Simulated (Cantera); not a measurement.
## Carbothermic reduction: Ta₂O₅ + CH₄ + H₂

A closed system holds: 1 mol Ta₂O₅, 3.7 mol CH₄, 1.8 mol H₂, equilibrated at 12.0 mbar.

Method: chemical equilibrium by Gibbs-energy minimisation in Cantera with the NASA 1993 tables (ideal gas, pure condensed phases). Candidate condensed phases: C, C₆H₆, C₇H₈, C₈H₁₈, H₂O, Ta, TaC, Ta₂O₅; 113 gas species. Mutual solubility and eutectic melting of coexisting phases are not modelled. TaC: taken at fixed stoichiometry. Condensed phases not in the tables: Ta₂C, N, O or C dissolved in the metal. Equilibrium is a limit: real reactors are often held back by kinetics, nucleation or transport.

From 1175 K to 1975 K the condensed part is TaC(s) + Ta₂O₅(s). At 2075 K the condensed part is Ta(s) + Ta₂O₅(l).

```
T (K)   x H₂   x CO       x H     x H₂O  n TaC(s)  n Ta₂O₅(s)  n Ta(s)  n Ta₂O₅(l)
-----  -----  -----  --------  --------  --------  ----------  -------  ----------
1175   0.777  0.223   9.86e-7  0.000396      1.06       0.471        0           0
1275   0.776  0.223   5.93e-6  0.000506      1.06       0.470        0           0
1375   0.776  0.223   2.76e-5  0.000621      1.06       0.470        0           0
1475   0.776  0.223  0.000104  0.000738      1.06       0.470        0           0
1575   0.776  0.223  0.000334  0.000855      1.06       0.470        0           0
1675   0.775  0.223  0.000933  0.000970      1.06       0.470        0           0
1775   0.774  0.223   0.00232   0.00108      1.06       0.469        0           0
1875   0.771  0.222   0.00526   0.00119      1.06       0.469        0           0
1975   0.766  0.222    0.0109   0.00128      1.06       0.469        0           0
2075   0.694  0.284    0.0203   0.00172         0           0     1.49       0.253
```
x: gas mole fraction; n: condensed amount in mol.
